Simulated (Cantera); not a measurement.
Charge: 1 mol TiO₂, 14 mol Cl₂, a varied amount of O₂, at 1500 K and 580 Pa.

Method: chemical equilibrium by Gibbs-energy minimisation in Cantera with the NASA 1993 tables (ideal gas, pure condensed phases). Candidate condensed phases: Ti, TiCl₂, TiCl₃, TiCl₄, TiO, TiO₂, Ti₂O₃, Ti₃O₅, Ti₄O₇; 15 gas species. Kinetics and transport are ignored.

**Question.** At 1.4 mol O₂, list the 6 most abundant gas species with their mole fractions, and the condensed phases.

**Answer.** Cl 0.501, Cl₂ 0.427, O₂ 0.0696, TiCl₄ 0.00164, ClO 0.000248, O 1.41e-5. Condensed: TiO₂(rutile).
